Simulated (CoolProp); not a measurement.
Carbon dioxide along the isotherm 349.4 K: fugacity coefficient from the reference equation and from simpler models built on Tc = 304.1 K, pc = 7377 kPa, ω = 0.224; each cubic takes its own stable root.

Model: reference Helmholtz-energy equation of state, Span 1996, in CoolProp.

```csv
p (kPa),phase,reference
2840,gas,0.9189
5670,gas,0.8415
8510,supercritical,0.7671
11300,supercritical,0.6974
14200,supercritical,0.6307
17000,supercritical,0.5759
19900,supercritical,0.5310
22700,supercritical,0.4972
25500,supercritical,0.4705
28400,supercritical,0.4487
31200,supercritical,0.4319
34000,supercritical,0.4184
36900,supercritical,0.4071
```

### Question
How far does each simpler model (van der Waals, Redlich-Kwong, Peng-Robinson) lie from the reference over these 13 states: mean and median of the absolute difference, and the worst?

### Answer
- van der Waals: mean 2.0 %, median 2.1 %, worst +5.4 % at 349.4 K and 36900 kPa
- Redlich-Kwong: mean 1.2 %, median 1.2 %, worst -2.4 % at 349.4 K and 14200 kPa
- Peng-Robinson: mean 1.6 %, median 1.4 %, worst -2.8 % at 349.4 K and 11300 kPa
